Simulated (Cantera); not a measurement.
Oxide etching and cleaning by halides: B2O3 + BCl3 + O2

Input: 1 mol B2O3, 0.83 mol BCl3, 16 mol O2, equilibrated at 973.15 K and 7.50 Torr.

These are equilibrium values from Cantera (NASA tables, ideal gas, pure condensed phases), not measurements of a reactor. Candidate condensed phases: B, B2O3; 18 gas species. Rates play no part.

```
Item                                 Value
-------------------------------  ---------
x(O2)                                0.925
x(Cl2)                              0.0745
x(Cl)                             0.000702
x(ClO)                             4.53e-6
n(B2O3(l))                        1.42 mol
gas amount                       16.63 mol
log10 activity of B(s) (absent)     -25.97
```
